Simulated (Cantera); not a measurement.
Input (Python, Cantera) and output of one run.

```python
import numpy as np
import cantera as ct

gas_names = """
    C CO CO2 C2 C2O C3 C3O2 C4 C5 O O2 O3 Pb PbO Pb2
""".split()
cond_names = """
    C(gr) Pb(cr) Pb(L) PbO(rd) PbO(yw) PbO(L) PbO2(s) Pb3O4(s)
""".split()


# ... load() reads the species with a 1 bar reference pressure and builds the phases ...
atoms = {
    'PbO': {'Pb': 1, 'O': 1},
    'C': {'C': 1},
    'CO': {'C': 1, 'O': 1},
}
top_T = {'C(gr)': 4500, 'Pb3O4(s)': 820}  # K; cautious upper limits of use, not melting points


# ... equilibrate(T, P, feed) seeds the gas with the atoms and calls Mixture.equilibrate('TP', solver="vcs", rtol=1e-11, max_steps=5000) ...
results = []
feed = {'PbO': 1, 'C': 0.45, 'CO': 0.06}  # mol
P = 930000  # Pa
for T in [1048, 1148, 1248, 1348, 1448, 1548, 1648, 1748, 1848, 1948]:
    mix = equilibrate(T, P, feed)
    results.append((T, P, feed, dict(zip(mix.species_names, mix.species_moles))))

top = {s: max(r[3][s] / sum(r[3][g] for g in gas_names) for r in results) for s in gas_names}
cols = sorted((s for s in top if top[s] > 1e-05), key=lambda s: -top[s])[:7]
seen = [c for c in cond_names if any(r[3].get(c, 0) > 1e-12 for r in results)]
print("log10 of partial pressures in bar; condensed amounts in mol")
print(f"{'T/K':>10s}" + "".join(f"{s[:9]:>10s}" for s in cols + seen))
for T, P, feed, n in results:
    ng = sum(n[g] for g in gas_names)
    print(f"{T:10.4g}" + "".join(f"{np.log10(max(n[s] / ng * P / 1e5, 1e-99)):10.3f}" for s in cols)
          + "".join(f"{n.get(c, 0):10.4g}" for c in seen))
```

Result:

```
log10 of partial pressures in bar; condensed amounts in mol
       T/K       CO2        Pb       PbO        CO        O2       Pb2     Pb(L)   PbO(yw)    PbO(L)
      1048     0.968    -4.350    -5.856    -2.865   -11.412    -9.555    0.9599   0.04007         0
      1148     0.968    -3.553    -4.664    -2.581    -9.530    -8.223    0.9598   0.04014         0
      1248     0.968    -2.886    -3.755    -2.256    -8.125    -7.111    0.9596         0   0.04029
      1348     0.968    -2.321    -2.998    -1.966    -6.958    -6.169    0.9591         0   0.04054
      1448     0.967    -1.836    -2.353    -1.713    -5.962    -5.363    0.9581         0   0.04082
      1548     0.964    -1.415    -1.798    -1.491    -5.103    -4.665    0.9561         0    0.0409
      1648     0.960    -1.047    -1.316    -1.297    -4.356    -4.055    0.9522         0   0.04012
      1748     0.950    -0.722    -0.894    -1.127    -3.701    -3.517     0.945         0   0.03696
      1848     0.931    -0.433    -0.522    -0.984    -3.123    -3.041     0.932         0   0.02826
      1948     0.895    -0.174    -0.192    -0.873    -2.609    -2.616    0.9086         0   0.00717
```

Equilibrium computed with Cantera from the NASA thermochemical tables; the gas is ideal and each condensed phase is pure. Each liquid is taken as pure. Mutual solubility and eutectic melting of coexisting phases are not modelled. Gases not in the tables: (PbO)n polymers.
